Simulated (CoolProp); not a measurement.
CH3F (R41) along the isobar 10.8 MPa: density (kg/m³) from the reference equation and from simpler models built on Tc = 44.1 °C, pc = 5.906 MPa, ω = 0.200; each cubic takes its own stable root.

Computed with CoolProp (reference Helmholtz-energy equation of state, Lemmon 2006). It is a short technical equation, of lower accuracy than the large ones.

| T (°C) | phase | reference | van der Waals | Redlich-Kwong | Soave-Redlich-Kwong | Peng-Robinson |
|---|---|---|---|---|---|---|
| -35.05 | liquid | 805.3 | 444.8 | [?] | 640.1 | 722.4 |
| -26.15 | liquid | 784.9 | [?] | 607.0 | 622.6 | 702.7 |
| -17.35 | liquid | 763.7 | 426.9 | 588.9 | 604.2 | 681.9 |
| -8.45 | liquid | 741.3 | 417.2 | 569.6 | 584.3 | 659.1 |
| 0.45 | liquid | 717.4 | 407.1 | 549.2 | 562.9 | 634.5 |
| 9.25 | liquid | 692.3 | 396.5 | 527.7 | 540.0 | 608.0 |
| 18.15 | liquid | 664.7 | 385.2 | 504.5 | 514.9 | 578.6 |
| 27.05 | liquid | 634.6 | 373.1 | 479.4 | 487.2 | 546.1 |
| 35.85 | liquid | 601.2 | [?] | 452.6 | 456.9 | 510.2 |
| 44.75 | supercritical | 562.4 | 346.2 | 422.9 | 422.5 | 469.3 |
| 53.55 | supercritical | 516.5 | 331.1 | 390.4 | 384.0 | 423.2 |
| 62.45 | supercritical | 458.1 | 314.2 | 354.1 | 340.0 | 370.8 |
| 71.35 | supercritical | 384.6 | 295.6 | 314.5 | 293.0 | 315.8 |
| 80.15 | supercritical | 311.2 | 275.2 | 275.2 | 250.4 | 267.6 |
| 89.05 | supercritical | 257.1 | 253.0 | 240.3 | [?] | 231.0 |
| 97.95 | supercritical | 221.9 | 230.4 | 213.1 | 193.4 | 204.9 |

### Question
What belongs in the gaps?

### Answer

- -35.05, Redlich-Kwong: 624.4
- -26.15, van der Waals: 435.9
- 35.85, van der Waals: 360.3
- 89.05, Soave-Redlich-Kwong: 217.2
